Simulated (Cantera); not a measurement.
## Thermodynamics of carbothermic reduction, feed CuO + CO

A closed system holds: 1 mol CuO, a varied amount of CO, equilibrated at 1.30 mbar.

Method: chemical equilibrium by Gibbs-energy minimisation in Cantera with the NASA 1993 tables (ideal gas, pure condensed phases). Candidate condensed phases: C, Cu, CuO, Cu2O; 15 gas species. Kinetics and transport are ignored.

Question: Map the stable condensed phases over T = 1398, 1498, 1598, 1698, 1798, 1898, 1998, 2098, 2198 K and n(CO) in mol = 1.2, 2.5, 3.9, 5.2, 6.5, 7.8, 9.1, 10, 12, 13, 14, 16, 17.

Answer: 
```
T in K \ n(CO) in mol
         1.2 2.5 3.9 5.2 6.5 7.8 9.1  10  12  13  14  16  17
   2198    A   A   A   A   A   A   A   A   A   A   A   A   A
   2098    A   A   A   A   A   A   A   A   A   A   A   A   A
   1998    A   A   A   A   A   A   A   A   A   A   A   A   A
   1898    A   A   A   A   A   A   A   A   A   A   A   A   A
   1798    B   A   A   A   A   A   A   A   A   A   A   A   A
   1698    B   B   B   B   B   A   A   A   A   A   A   A   A
   1598    B   B   B   B   B   B   B   B   B   B   B   B   B
   1498    B   B   B   B   B   B   B   B   B   B   B   B   B
   1398    B   B   B   B   B   B   B   B   B   B   B   B   B
```
A: gas only; B: Cu.
